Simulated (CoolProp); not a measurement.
Vapour-liquid equilibrium of dimethyl ether (1) + R227EA (2) at 311.2 K; x and y are mole fractions of (1).

The numbers come from the multi-fluid Helmholtz-energy mixture model, Wu 2011 and Lemmon 2016; pair parameters Bell 2016 in CoolProp.

```csv
x,bubble pressure (MPa),y at the bubble point,dew pressure at overall composition x (MPa),liquid density (mol/L)
0.05,0.6413,0.025,0.6238,8.084
0.125,0.6077,0.080,0.5901,8.471
0.2,0.5815,0.155,0.5725,8.859
0.275,0.5661,0.250,0.5642,9.250
0.35,0.5628,0.358,0.5626,9.648
0.425,0.5713,0.470,0.5665,10.06
0.5,0.5905,0.579,0.5755,10.48
0.575,0.6184,0.676,0.5897,10.92
0.65,0.6527,0.761,0.6098,11.37
0.725,0.6912,0.831,0.6369,11.86
0.8,0.7323,0.889,0.6730,12.36
0.875,0.7745,0.937,0.7215,12.90
0.95,0.8171,0.977,0.7877,13.48
```

y crosses x between x = 0.275 and 0.35: the model has an azeotrope there.

The pair parameters rest on a limited set of measurements; away from them the model extrapolates.
